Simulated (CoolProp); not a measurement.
Vapour-liquid equilibrium of methanol (1) + water (2) at 1.71 bar; x and y are mole fractions of (1).

Model: multi-fluid Helmholtz-energy mixture model, de Reuck 1993 and Wagner 2002; pair parameters Bell 2016, in CoolProp.

### Question
Give the bubble temperature and the first vapour's composition at x = 0.2, 0.35, 0.95. Is there an azeotrope?

### Answer
x = 0.2: 372.9 K, y = 0.508; x = 0.35: 366.3 K, y = 0.671; x = 0.95: 352.4 K, y = 0.979. No azeotrope shows between x = 0.05 and 0.95.

The pair parameters rest on a limited set of measurements; away from them the model extrapolates.
